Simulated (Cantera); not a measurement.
**Reactions in the system F-S-Si**

Cantera with NASA thermochemical tables; ideal gases at 1 bar, condensed phases pure. Values are per mole of reaction as written; species without (g) are pure solids or liquids, kept so even where they would boil at 1 bar.

2 SF₆(g) + Si → SiF₄(g) + 2 SF₄(g)

```csv
T (K),ΔH° (kJ),ΔS° (J/K),ΔG° (kJ),log10 K
498,-699.5,282.7,-840.3,88.14
548,-699.8,282.2,-854.4,81.44
598,-700.1,281.6,-868.5,75.86
648,-700.5,280.9,-882.6,71.14
698,-701.0,280.2,-896.6,67.10
748,-701.6,279.4,-910.6,63.59
798,-702.2,278.7,-924.5,60.52
848,-702.8,277.9,-938.5,57.81
898,-703.5,277.1,-952.3,55.39
```
